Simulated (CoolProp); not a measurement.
Saturation properties of propylene.

The numbers come from the reference Helmholtz-energy equation of state, Lemmon 2013 in CoolProp.

```json
[
 {"T (°C)": "-7.45", "p (MPa)": "0.4645", "vapour density (kg/m³)": "9.878", "enthalpy of vaporisation (kJ/kg)": "388.6"},
 {"T (°C)": "-5.55", "p (MPa)": "___", "vapour density (kg/m³)": "10.46", "enthalpy of vaporisation (kJ/kg)": "385.8"},
 {"T (°C)": "-3.65", "p (MPa)": "0.5230", "vapour density (kg/m³)": "11.07", "enthalpy of vaporisation (kJ/kg)": "___"},
 {"T (°C)": "-1.85", "p (MPa)": "0.5525", "vapour density (kg/m³)": "11.68", "enthalpy of vaporisation (kJ/kg)": "380.4"},
 {"T (°C)": "0.05", "p (MPa)": "0.5850", "vapour density (kg/m³)": "12.35", "enthalpy of vaporisation (kJ/kg)": "377.5"},
 {"T (°C)": "1.95", "p (MPa)": "0.6188", "vapour density (kg/m³)": "13.04", "enthalpy of vaporisation (kJ/kg)": "374.6"},
 {"T (°C)": "3.75", "p (MPa)": "0.6522", "vapour density (kg/m³)": "13.73", "enthalpy of vaporisation (kJ/kg)": "371.8"},
 {"T (°C)": "5.65", "p (MPa)": "0.6889", "vapour density (kg/m³)": "___", "enthalpy of vaporisation (kJ/kg)": "368.8"},
 {"T (°C)": "7.45", "p (MPa)": "___", "vapour density (kg/m³)": "15.24", "enthalpy of vaporisation (kJ/kg)": "365.9"},
 {"T (°C)": "9.35", "p (MPa)": "0.7647", "vapour density (kg/m³)": "16.06", "enthalpy of vaporisation (kJ/kg)": "362.8"},
 {"T (°C)": "11.25", "p (MPa)": "0.8059", "vapour density (kg/m³)": "16.92", "enthalpy of vaporisation (kJ/kg)": "359.6"},
 {"T (°C)": "13.05", "p (MPa)": "___", "vapour density (kg/m³)": "17.78", "enthalpy of vaporisation (kJ/kg)": "356.6"},
 {"T (°C)": "14.95", "p (MPa)": "0.8908", "vapour density (kg/m³)": "18.71", "enthalpy of vaporisation (kJ/kg)": "353.3"},
 {"T (°C)": "16.85", "p (MPa)": "0.9368", "vapour density (kg/m³)": "19.69", "enthalpy of vaporisation (kJ/kg)": "349.9"},
 {"T (°C)": "18.65", "p (MPa)": "0.9821", "vapour density (kg/m³)": "20.65", "enthalpy of vaporisation (kJ/kg)": "346.7"}
]
```

Problem. Complete the blanks.

Solution. 
- -5.55, p (MPa): 0.4931
- -3.65, enthalpy of vaporisation (kJ/kg): 383.1
- 5.65, vapour density (kg/m³): 14.49
- 7.45, p (MPa): 0.7250
- 13.05, p (MPa): 0.8464

It boils at -47.6 °C under 1 atm.
